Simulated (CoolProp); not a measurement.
Vapour-liquid equilibrium of R13 (1) + n-butane (2) at 0.319 MPa; x and y are mole fractions of (1).

Computed with CoolProp (multi-fluid Helmholtz-energy mixture model, Platzer 1990 and Bücker 2006; pair parameters Bell 2016). This equation is an older, rougher fit; its heat capacities, sound speeds and derivatives of the liquid may be far off and weren't checked against measurements.

| x | bubble temperature, mixture model (°C) | bubble temperature, Raoult's law (°C) | y, mixture model | y, Raoult's law |
|---|---|---|---|---|
| 0.05 | 9.0 | 16.1 | 0.547 | 0.456 |
| 0.2 | -26.7 | -13.9 | 0.903 | 0.852 |
| 0.35 | -38.8 | -29.4 | 0.952 | 0.941 |
| 0.5 | -44.7 | -39.2 | 0.969 | 0.972 |
| 0.65 | -48.6 | -46.1 | 0.979 | 0.987 |
| 0.8 | -52.1 | -51.4 | 0.988 | 0.995 |
| 0.95 | -55.6 | -55.6 | 0.997 | 0.999 |

The largest gap from Raoult's law is -12.8 K in bubble temperature, at x = 0.2. No azeotrope shows between x = 0.05 and 0.95.

The pair parameters rest on a limited set of measurements; away from them the model extrapolates. With so large a gap from Raoult's law the liquid may split in two, which this calculation doesn't test in full.
